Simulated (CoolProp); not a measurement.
A closed Brayton cycle with carbon dioxide: compressor inlet 312.15 K and 10 MPa, high pressure 30.9 MPa, turbine inlet 985 K, compressor efficiency 0.89, turbine efficiency 0.9, recuperator effectiveness 0.8 (on enthalpy, no pinch check). Each further row changes one setting.

Computed with CoolProp (reference Helmholtz-energy equation of state, Span 1996).

```json
[
 {"case": "as stated", "thermal efficiency (%)": "34.9", "net work (kJ/kg)": "147", "compressor to turbine work": "0.18", "compressor exit (K)": "348.5", "turbine exit (K)": "834.0"},
 {"case": "turbine inlet 935 K", "thermal efficiency (%)": "34.3", "net work (kJ/kg)": "137", "compressor to turbine work": "0.19", "compressor exit (K)": "348.5", "turbine exit (K)": "789.0"},
 {"case": "compressor inlet 322.15 K", "thermal efficiency (%)": "34.5", "net work (kJ/kg)": "134", "compressor to turbine work": "0.25", "compressor exit (K)": "389.4", "turbine exit (K)": "834.0"},
 {"case": "high pressure 26.3 MPa", "thermal efficiency (%)": "32.6", "net work (kJ/kg)": "129", "compressor to turbine work": "0.17", "compressor exit (K)": "342.4", "turbine exit (K)": "854.7"},
 {"case": "recuperator effectiveness 0.5", "thermal efficiency (%)": "24.5", "net work (kJ/kg)": "147", "compressor to turbine work": "0.18", "compressor exit (K)": "348.5", "turbine exit (K)": "834.0"}
]
```
